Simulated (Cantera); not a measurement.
Stirred combustor or abatement burner

A perfectly stirred reactor is fed with 9.17 % CH3OH, 19.1 % O2, 71.8 % N2, equivalence ratio 0.72, at 1430 Torr; it is adiabatic with a 748 K inlet, and is followed from long to short residence time, starting on the burning branch (τ in s: 0.045, 0.023, 0.011, 0.0056, 0.0028, 0.0014, 0.00069, 0.00034, 0.00017, 8.5e-05, 4.2e-05, 2.1e-05).

Detailed kinetics in Cantera: GRI-Mech 3.0 (53 species, 325 reactions). GRI-Mech 3.0 was tuned for natural gas; its chemistry of methanol as a main component is partial and can be far from experiment.

```tsv
τ (s)	T (K)	x CH3OH	x O2	x HCN	x NO	x HCO	x H2
0.045	2222	9.76e-7	0.0501	1.10e-8	0.00149	3.62e-8	0.000857
0.023	2219	1.80e-6	0.0505	1.17e-8	0.000904	7.09e-8	0.000952
0.011	2212	3.41e-6	0.0509	1.17e-8	0.000523	1.49e-7	0.00115
0.0056	2199	5.85e-6	0.0514	1.13e-8	0.000325	2.93e-7	0.00145
0.0028	2180	9.81e-6	0.0520	1.13e-8	0.000202	5.87e-7	0.00194
0.0014	2152	1.60e-5	0.0530	1.25e-8	0.000124	1.17e-6	0.00266
0.00069	2114	2.65e-5	0.0543	1.69e-8	7.42e-5	2.36e-6	0.00361
0.00034	2067	4.46e-5	0.0560	2.74e-8	4.41e-5	4.74e-6	0.00474
0.00017	2014	7.79e-5	0.0583	4.87e-8	2.68e-5	9.35e-6	0.00593
8.5e-5	1953	0.000148	0.0617	8.83e-8	1.58e-5	1.86e-5	0.00709
4.2e-5	1875	0.000342	0.0679	1.53e-7	7.33e-6	3.89e-5	0.00834
2.1e-5	748	0.0917	0.191	<1e-12	<1e-12	<1e-12	<1e-12
```
x: mole fraction; the columns are a selection and need not sum to one.
